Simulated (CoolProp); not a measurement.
A closed Brayton cycle with carbon dioxide: compressor inlet 320.15 K and 7.6 MPa, high pressure 22.9 MPa, turbine inlet 985 K, compressor efficiency 0.85, turbine efficiency 0.9, recuperator effectiveness 0 (on enthalpy, no pinch check). Each further row changes one setting.

Model: reference Helmholtz-energy equation of state, Span 1996, in CoolProp.

```tsv
case	thermal efficiency (%)	net work (kJ/kg)	compressor to turbine work	compressor exit (K)	turbine exit (K)
as stated	15.7	116	0.33	413.6	838.5
turbine inlet 935 K	15.7	107	0.35	413.6	793.5
compressor inlet 330.15 K	15.3	109	0.37	430.0	838.5
high pressure 19.5 MPa	13.6	103	0.32	399.5	859.1
recuperator effectiveness 0.5	23.4	116	0.33	413.6	838.5
```
